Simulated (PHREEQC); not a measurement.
Buffer

Solution (20 °C): 0.18 mol NaH2PO4, 0.13 mol NH3 and 0.0085 mol KCl per kg of water. Closed to the air; pH follows from the charge balance.

Equilibrium calculation in PHREEQC: ion-association model, phreeqc.dat.

No solid was allowed to form.

Problem. What pH does the model give?

Solution. pH 7.11.

Problem. In which forms is Na present?

Solution. Na+ 95 %, NaHPO4- 5.2 % of the Na.
